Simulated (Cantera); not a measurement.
Cantera run, input and output.

```python
import numpy as np
import cantera as ct

gas = ct.Solution("gri30.yaml")
gas.TPX = 1223, 101325, {'CH2O': 0.0031, 'O2': 0.046, 'N2': 1}
reactor = ct.IdealGasConstPressureReactor(gas, energy="off", clone=False)
net = ct.ReactorNet([reactor])
net.rtol, net.atol = 1e-08, 1e-18
show = ['CH2O', 'O2', 'H', 'CH4', 'CH2CO', 'C2H6']
times = np.geomspace(0.0005, 100, 15)

steps = ct.SolutionArray(gas, extra=["t"])
rows = []
print(f"{'t/s':>10s}{'T/K':>9s}{'P/Pa':>11s}" + "".join(f"{s:>11s}" for s in show))
for t in times:
    while net.time < t:
        t_next = net.step()
        steps.append(gas.state, t=t_next)
    rows.append([np.interp(t, steps.t, y) for y in (steps.T, steps.P, *steps(*show).X.T)])
    print(f"{t:10.3e}{rows[-1][0]:9.1f}{rows[-1][1]:11.4g}" + "".join(f"{x:11.3e}" for x in rows[-1][2:]))
rate = np.gradient(steps.T, steps.t)
print("integrator steps:", len(steps.t))
if steps.T.max() > steps.T[0] + 200:
    print(f"time of steepest temperature rise: {steps.t[rate.argmax()]:.4e} s")
gas.TPX = 1223, 101325, {'CH2O': 0.0031, 'O2': 0.046, 'N2': 1}
gas.equilibrate("TP")
print(f"equilibrium (TP): T = {gas.T:.1f} K  " + "  ".join(f"{s} {gas[s].X[0]:.3e}" for s in show))
```

It prints:

```
       t/s      T/K       P/Pa       CH2O         O2          H        CH4      CH2CO       C2H6
 5.000e-04   1223.0  1.013e+05  2.931e-03  4.382e-02  4.916e-08  1.987e-13  2.589e-15  4.737e-22
 1.196e-03   1223.0  1.013e+05  2.681e-03  4.366e-02  3.142e-07  6.818e-12  1.074e-13  2.108e-19
 2.859e-03   1223.0  1.013e+05  5.574e-04  4.264e-02  1.149e-06  4.971e-11  1.108e-12  3.675e-18
 6.838e-03   1223.0  1.013e+05  7.432e-14  4.174e-02  7.884e-06  1.926e-14  2.333e-17  1.244e-27
 1.635e-02   1223.0  1.013e+05  8.145e-15  4.124e-02  1.931e-06 -4.179e-20 -5.955e-23  1.840e-30
 3.910e-02   1223.0  1.013e+05  3.696e-16  4.099e-02  3.136e-07 -2.777e-20 -6.857e-22  6.494e-30
 9.351e-02   1223.0  1.013e+05  2.448e-18  4.091e-02  3.315e-08  7.324e-20 -6.684e-22  2.900e-29
 2.236e-01   1223.0  1.013e+05  8.040e-19  4.089e-02  2.770e-09  2.831e-19  4.537e-24  5.792e-29
 5.347e-01   1223.0  1.013e+05 -1.178e-19  4.089e-02  2.378e-10 -8.625e-19  1.090e-23  1.800e-29
 1.279e+00   1223.0  1.013e+05 -8.911e-20  4.089e-02  3.189e-11  3.465e-19  2.676e-25  2.767e-30
 3.058e+00   1223.0  1.013e+05 -1.367e-20  4.089e-02  1.076e-11 -4.687e-22  9.592e-28 -1.455e-32
 7.312e+00   1223.0  1.013e+05  7.305e-20  4.089e-02  6.031e-12 -1.125e-25 -4.943e-32  5.866e-35
 1.749e+01   1223.0  1.013e+05  1.044e-24  4.089e-02  5.191e-12  1.151e-29  1.990e-32  2.220e-40
 4.182e+01   1223.0  1.013e+05  6.314e-26  4.089e-02  5.181e-12  1.571e-32  1.929e-32  2.680e-47
 1.000e+02   1223.0  1.013e+05  6.314e-26  4.089e-02  5.181e-12  1.537e-32  1.797e-32  4.153e-51
integrator steps: 2002
equilibrium (TP): T = 1223.0 K  CH2O 6.323e-26  O2 4.083e-02  H 5.183e-12  CH4 1.031e-39  CH2CO 1.868e-45  C2H6 3.172e-72
```

Detailed kinetics in Cantera: GRI-Mech 3.0 (53 species, 325 reactions).
